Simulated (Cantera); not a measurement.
A closed system holds: 1 mol SiC, 0.46 mol N2O, 48 mol N2, at 1973.15 K and 100000 Pa.

These are equilibrium values from Cantera (NASA tables, ideal gas, pure condensed phases), not measurements of a reactor. Candidate condensed phases: C, Si, SiC, SiO2, Si2N2O, Si3N4; 34 gas species. Mutual solubility and eutectic melting of coexisting phases are not modelled. The numbers say what is thermodynamically allowed, not how fast it happens.

Base state: N2 0.991, CO 0.00786, SiO 0.00158 (mole fractions); condensed: SiC(s) + Si3N4(s).

**Question.** What changes in the equilibrium state with this change: N2O from 0.46 to 0.13 mol?

**Answer.** 
```csv
species,before,after
N2,0.991,0.997
CO,0.00786,0.00225
SiO,0.00158,0.000449
"SiC(s), mol",0.617,0.892
"Si3N4(s), mol",0.102,0.0287
```

**Question.** What changes in the equilibrium state with this change: temperature from 1973.15 K to 1075 K?

**Answer.** 
| species | before | after |
|---|---|---|
| N2 | 0.991 | 1.00 |
| CO | 0.00786 | 2.64e-9 |
| SiO | 0.00158 | <1e-9 |
| SiC(s), mol | 0.617 | 0 |
| Si3N4(s), mol | 0.102 | 0.0267 |
| C(graphite), mol | 0 | 1.00 |
| Si2N2O(s), mol | 0 | 0.460 |
